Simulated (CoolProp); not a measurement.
The fluid at 278.29 K and 0.0862 MPa is throttled through a valve to 0.00781 MPa with no heat exchange. The same conditions are run with several fluids, on thermodynamics alone (safety and materials aside).

Computed with CoolProp (reference Helmholtz-energy equation of state of each fluid (CH2F2 (R32): Tillner-Roth 1997; R13: Platzer 1990; fluoroethane (R161): Wu 2012; carbon monoxide: Lemmon 2006; isobutene: Lemmon 2005)). The equations of Platzer and Polt are older, rougher fits.

Problem. Rank CH2F2 (R32), R13, fluoroethane (R161), carbon monoxide, isobutene by temperature change (K), highest first.

Solution. carbon monoxide (-0.2), R13 (-1.1), fluoroethane (R161) (-2.0), CH2F2 (R32) (-2.6), isobutene (-2.8)

```csv
fluid,final density (kg/m³)
CH2F2 (R32),0.177
R13,0.354
fluoroethane (R161),0.164
carbon monoxide,0.0946
isobutene,0.192
```
